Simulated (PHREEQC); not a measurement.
HCl is added in steps, without added water, to 1 kg of water holding 0.067 mol/kgw MgCl2, 0.003 mol/kgw NaHCO3 and 0.023 mol/kgw NaCl, at 25 °C. Oxygen is held at 0.21 atm. CO2 from the air is kept out. The run lets Brucite, Nesquehonite, Halite, Nahcolite, Natron precipitate or redissolve, and no other solid.

Base run: PHREEQC, ion-association model, wateq4f.dat. Each further column changes one thing. The table gives MgHCO3+ (mol/kgw).

```tsv
HCl added (mol)	base	NaCl left out	diluted 5-fold with water	temperature from 25 to 90 °C	no solid may form
0	0.000600	0.000613	4.17e-5	0.000807	0.000600
0.0015	0.000318	0.000325	3.29e-8	0.000446	0.000318
0.003	1.17e-5	1.18e-5	1.23e-8	1.76e-5	1.17e-5
0.005	3.25e-7	3.26e-7	6.68e-9	5.24e-7	3.25e-7
0.0065	1.86e-7	1.86e-7	4.97e-9	3.00e-7	1.86e-7
0.008	1.30e-7	1.30e-7	3.95e-9	2.10e-7	1.30e-7
0.0095	1.00e-7	1.00e-7	3.27e-9	1.61e-7	1.00e-7
0.011	8.13e-8	8.15e-8	2.79e-9	1.31e-7	8.13e-8
0.013	6.51e-8	6.52e-8	2.33e-9	1.05e-7	6.51e-8
0.0145	5.66e-8	5.67e-8	2.08e-9	9.11e-8	5.66e-8
0.016	5.00e-8	5.01e-8	1.87e-9	8.06e-8	5.00e-8
```

 Constants without temperature data keep their 25 °C values here.
